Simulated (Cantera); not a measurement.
**Transport properties of process gases**

Gas mixture: 29.5 % N₂, 70.5 % N₂O, at 0.0168 atm, frozen composition.

Cantera's kinetic-theory transport with the Lennard-Jones parameters of GRI-Mech 3.0, ideal gas; thermal conductivity in the multicomponent form. The composition is frozen, though it would react at the higher temperatures.

```
T (K)  ρ (kg/m³)  cp (J/kg/K)  μ (µPa s)  λ (mW/m/K)     Pr  D (cm²/s) OH  D (cm²/s) O  D (cm²/s) H
-----  ---------  -----------  ---------  ----------  -----  ------------  -----------  -----------
400       0.0201        986.4       20.2        27.3  0.729          26.1         26.7          105
550       0.0146         1072       26.1        38.2  0.733          45.4         46.4          184
700       0.0115         1139       31.4        48.7  0.734          68.6         70.1          280
850      0.00945         1194       36.1        58.7  0.734          95.2         97.3          391
1000     0.00803         1237       40.5        68.3  0.734           125          128          516
1150     0.00698         1266       44.6        77.1  0.733           158          162          653
1300     0.00618         1292       48.5        85.5  0.732           194          198          802
1450     0.00554         1314       52.2        93.7  0.731           233          238          963
1600     0.00502         1332       55.7         102  0.731           274          280         1140
```
D: mixture-averaged diffusion coefficient of that species in the mixture.
